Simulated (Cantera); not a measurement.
Feed: 1 mol B₂O₃, 3.8 mol O₂, 4 mol N₂, equilibrated at 1350 °C.

These are equilibrium values from Cantera (NASA tables, ideal gas, pure condensed phases), not measurements of a reactor. Candidate condensed phases: B, BN, B₂O₃; 17 gas species. Rates play no part.

### Question
What share of the B ends up in condensed phases as a function of P (Pa), at 10, 63, 400, 2500, 16000, 100000?

### Answer
```
P (Pa)  B condensed (%)       as
------  ---------------  -------
10                  0.0        -
63                  0.0        -
400                52.7  B₂O₃(l)
2500               92.6  B₂O₃(l)
16000              98.8  B₂O₃(l)
100000             99.8  B₂O₃(l)
```
